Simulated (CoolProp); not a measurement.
Model: reference Helmholtz-energy equation of state, Lemmon 2006, in CoolProp. It is a short technical equation, of lower accuracy than the large ones.

Q: For isohexane, give the phase and the density (kg/m³), cp (kJ/(kg K)), cv (kJ/(kg K)), expansivity (1/kK) at 550 K and 11.2 MPa; 550 K and 15.2 MPa.

A: 
- 550 K and 11.2 MPa: supercritical; density 392, cp 3.41, cv 2.74, expansivity 3.64
- 550 K and 15.2 MPa: supercritical; density 426, cp 3.30, cv 2.74, expansivity 2.62
